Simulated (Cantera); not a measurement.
A perfectly stirred reactor is fed with CO : H₂ : O₂ : N₂ = 1 : 0.052 : 1.12 : 10.9 (molar parts), equivalence ratio 0.47, at 2.20 bar; it is adiabatic with a 750 K inlet, and is followed from long to short residence time, starting on the burning branch (τ in s: 0.44, 0.18, 0.073, 0.03, 0.012, 0.0049, 0.002, 0.00083, 0.00034, 0.00014, 5.6e-05, 2.3e-05, 9.4e-06).

Computed with Cantera and GRI-Mech 3.0 (53 species, 325 reactions). The hydrogen kinetics of GRI-Mech 3.0 are dated; newer H2 mechanisms differ, most at raised pressure.

Q: Predict: blow-out, bracketed by the residence times tried; x(CO) at τ = 0.440 s; x(H₂) at τ = 0.440 s; x(O₂) at τ = 0.440 s; x(H₂O₂) at τ = 0.440 s; x(H₂O) at τ = 0.440 s; x(CO) at τ = 2.00 ms; x(H₂) at τ = 2.00 ms; x(O₂) at τ = 2.00 ms.

A: 
* **blow-out, bracketed by the residence times tried**: burning at 4.90 ms, out at 2.00 ms
* **x(CO) at τ = 0.440 s**: 0.000559
* **x(H₂) at τ = 0.440 s**: 4.19e-6
* **x(O₂) at τ = 0.440 s**: 0.0476
* **x(H₂O₂) at τ = 0.440 s**: 2.53e-8
* **x(H₂O) at τ = 0.440 s**: 0.00411
* **x(CO) at τ = 2.00 ms**: 0.0765
* **x(H₂) at τ = 2.00 ms**: 0.00398
* **x(O₂) at τ = 2.00 ms**: 0.0857
